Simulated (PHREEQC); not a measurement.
Make-up at 25 °C: 0.0026 mol (NH4)2SO4 per kg of water. Closed to the air; pH follows from the charge balance.

The numbers come from PHREEQC with the ion-association model, wateq4f.dat.

Each row changes one thing in this solution. Precipitation was switched off in this run.

| case | pH | ionic strength (mol/kgw) |
|---|---|---|
| as made | 5.84 | 0.00757 |
| (NH4)2SO4 replaced by Rb2SO4 at the same molality | 7.03 | 0.00780 |
| (NH4)2SO4 from 0.0026 to 0.0052 mol/kgw | … | 0.0148 |
| (NH4)2SO4 from 0.0026 to 0.00052 mol/kgw | 6.14 | 0.00155 |
| diluted 10-fold with water | 6.28 | 0.000777 |
| (NH4)2SO4 from 0.0026 to 0.00234 mol/kgw | 5.86 | 0.00683 |
| (NH4)2SO4 replaced by (NH4)2SiF6 at the same molality | 3.22 | … |

Q: What belongs in the gaps?

A: 
- (NH4)2SO4 from 0.0026 to 0.0052 mol/kgw, pH: 5.73
- (NH4)2SO4 replaced by (NH4)2SiF6 at the same molality, ionic strength (mol/kgw): 0.00794

Some of these states are supersaturated (in Quartz (slow to form), Chalcedony (slow to form), for instance). SiF6-2 is the database's only silicon fluoride.
